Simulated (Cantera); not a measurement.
# Silicon epitaxy and polysilicon growth: SiH2Cl2 + Cl2 + N2

Input: 1 mol SiH2Cl2, 0.03 mol Cl2, 8.5 mol N2, at 1525 K.

These are equilibrium values from Cantera (NASA tables, ideal gas, pure condensed phases), not measurements of a reactor. Candidate condensed phases: NH4Cl, Si, Si3N4; 28 gas species. The tables' values for SiCl3, SiCl are old estimates; treat these amounts as uncertain. Kinetics and transport are ignored.

```tsv
P (Pa)	log p N2	log p HCl	log p SiCl2	log p H2	log p SiCl4	log p SiCl3	log p SiHCl3	n Si3N4(s)
100	-3.10	-4.13	-4.21	-4.22	-7.13	-5.91	-8.17	0.119
460	-2.43	-3.35	-3.67	-3.64	-5.60	-4.87	-6.83	0.162
2100	-1.77	-2.61	-3.20	-3.07	-4.23	-3.95	-5.63	0.205
9600	-1.11	-1.91	-2.86	-2.45	-3.11	-3.22	-4.60	0.238
44000	-0.45	-1.25	-2.64	-1.79	-2.22	-2.67	-3.71	0.254
200000	0.21	-0.60	-2.47	-1.10	-1.45	-2.20	-2.90	0.258
```
log p: log10 of the partial pressure in bar; n: condensed amount in mol.

From 0.00100 bar to 2.00 bar the condensed part is Si3N4(s). The main Si-bearing gas is SiCl2 at 0.00100 bar and SiCl4 at 2.00 bar. The share of Si in condensed phases is highest at 2.00 bar (77.3 %) and lowest at 0.00100 bar (35.6 %).
